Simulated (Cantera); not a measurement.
Catalytic combustion on Pt

An isothermal plug-flow reactor at 750 K and 4.93 atm (inlet), inlet velocity 0.57 m/s, active area per volume 150 1/m; feed 0.259 % H₂, 4.35 % O₂, 92.9 % N₂, 2.47 % H₂O.

Detailed kinetics in Cantera: Deutschmann's 1995 Pt surface mechanism with GRI-Mech 3.0 gas chemistry. Catalytic surfaces can have several steady states; this one follows from the mechanism file's or the stated starting coverage. Mass transfer to the wall is taken as infinitely fast.

```json
[
 {"z (m)": "0.00013", "x H₂": "0.00230", "x O₂": "0.0434", "x H₂O": "0.0250", "θ free Pt": "0.0992", "θ O*": "0.886", "θ OH*": "0.0151"},
 {"z (m)": "0.00021", "x H₂": "0.00215", "x O₂": "0.0433", "x H₂O": "0.0251", "θ free Pt": "0.0931", "θ O*": "0.892", "θ OH*": "0.0147"},
 {"z (m)": "0.00036", "x H₂": "0.00192", "x O₂": "0.0432", "x H₂O": "0.0254", "θ free Pt": "0.0834", "θ O*": "0.902", "θ OH*": "0.0141"},
 {"z (m)": "0.0006", "x H₂": "0.00163", "x O₂": "0.0431", "x H₂O": "0.0257", "θ free Pt": "0.0716", "θ O*": "0.915", "θ OH*": "0.0132"},
 {"z (m)": "0.001", "x H₂": "0.00130", "x O₂": "0.0429", "x H₂O": "0.0260", "θ free Pt": "0.0581", "θ O*": "0.930", "θ OH*": "0.0120"},
 {"z (m)": "0.0017", "x H₂": "0.000960", "x O₂": "0.0427", "x H₂O": "0.0264", "θ free Pt": "0.0441", "θ O*": "0.945", "θ OH*": "0.0106"},
 {"z (m)": "0.0028", "x H₂": "0.000669", "x O₂": "0.0426", "x H₂O": "0.0266", "θ free Pt": "0.0328", "θ O*": "0.958", "θ OH*": "0.00922"},
 {"z (m)": "0.0046", "x H₂": "0.000431", "x O₂": "0.0425", "x H₂O": "0.0269", "θ free Pt": "0.0243", "θ O*": "0.968", "θ OH*": "0.00800"},
 {"z (m)": "0.0077", "x H₂": "0.000245", "x O₂": "0.0424", "x H₂O": "0.0271", "θ free Pt": "0.0185", "θ O*": "0.974", "θ OH*": "0.00701"},
 {"z (m)": "0.013", "x H₂": "0.000115", "x O₂": "0.0423", "x H₂O": "0.0272", "θ free Pt": "0.0150", "θ O*": "0.979", "θ OH*": "0.00635"}
]
```
x: gas mole fraction; θ: surface coverage.
